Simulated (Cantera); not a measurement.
**Metals in furnace atmospheres: Fe + NH3 + N2**

Input: 1 mol Fe, 0.99 mol NH3, 2 mol N2, equilibrated at 7.50 Torr.

These are equilibrium values from Cantera (NASA tables, ideal gas, pure condensed phases), not measurements of a reactor. Candidate condensed phases: Fe; 10 gas species. Rates play no part.

From 1050 K to 1150 K the condensed part is Fe(α). From 1250 K to 1650 K the condensed part is Fe(γ). At 1750 K the condensed part is Fe(δ). From 1850 K to 1950 K the condensed part is Fe(l).

```json
[
 {"T (K)": "1050", "x N2": "0.627", "x H2": "0.373", "x Fe": "1.53e-11", "x H": "4.95e-8", "x NH3": "7.65e-7", "x N": "<1e-12", "n Fe(α)": "1.00", "n Fe(γ)": "0", "n Fe(δ)": "0", "n Fe(l)": "0"},
 {"T (K)": "1150", "x N2": "0.627", "x H2": "0.373", "x Fe": "8.59e-10", "x H": "4.56e-7", "x NH3": "4.40e-7", "x N": "<1e-12", "n Fe(α)": "1.00", "n Fe(γ)": "0", "n Fe(δ)": "0", "n Fe(l)": "0"},
 {"T (K)": "1250", "x N2": "0.627", "x H2": "0.373", "x Fe": "2.48e-8", "x H": "2.95e-6", "x NH3": "2.76e-7", "x N": "<1e-12", "n Fe(α)": "0", "n Fe(γ)": "1.00", "n Fe(δ)": "0", "n Fe(l)": "0"},
 {"T (K)": "1350", "x N2": "0.627", "x H2": "0.373", "x Fe": "4.30e-7", "x H": "1.46e-5", "x NH3": "1.85e-7", "x N": "<1e-12", "n Fe(α)": "0", "n Fe(γ)": "1.000", "n Fe(δ)": "0", "n Fe(l)": "0"},
 {"T (K)": "1450", "x N2": "0.627", "x H2": "0.373", "x Fe": "4.99e-6", "x H": "5.78e-5", "x NH3": "1.31e-7", "x N": "<1e-12", "n Fe(α)": "0", "n Fe(γ)": "1.000", "n Fe(δ)": "0", "n Fe(l)": "0"},
 {"T (K)": "1550", "x N2": "0.627", "x H2": "0.373", "x Fe": "4.19e-5", "x H": "0.000192", "x NH3": "9.65e-8", "x N": "1.66e-12", "n Fe(α)": "0", "n Fe(γ)": "1.000", "n Fe(δ)": "0", "n Fe(l)": "0"},
 {"T (K)": "1650", "x N2": "0.627", "x H2": "0.373", "x Fe": "0.000270", "x H": "0.000555", "x NH3": "7.39e-8", "x N": "1.58e-11", "n Fe(α)": "0", "n Fe(γ)": "0.999", "n Fe(δ)": "0", "n Fe(l)": "0"},
 {"T (K)": "1750", "x N2": "0.626", "x H2": "0.372", "x Fe": "0.00139", "x H": "0.00142", "x NH3": "5.82e-8", "x N": "1.16e-10", "n Fe(α)": "0", "n Fe(γ)": "0", "n Fe(δ)": "0.994", "n Fe(l)": "0"},
 {"T (K)": "1850", "x N2": "0.622", "x H2": "0.369", "x Fe": "0.00585", "x H": "0.00327", "x NH3": "4.66e-8", "x N": "6.86e-10", "n Fe(α)": "0", "n Fe(γ)": "0", "n Fe(δ)": "0", "n Fe(l)": "0.977"},
 {"T (K)": "1950", "x N2": "0.612", "x H2": "0.361", "x Fe": "0.0205", "x H": "0.00689", "x NH3": "3.71e-8", "x N": "3.37e-9", "n Fe(α)": "0", "n Fe(γ)": "0", "n Fe(δ)": "0", "n Fe(l)": "0.916"}
]
```
x: gas mole fraction; n: condensed amount in mol.
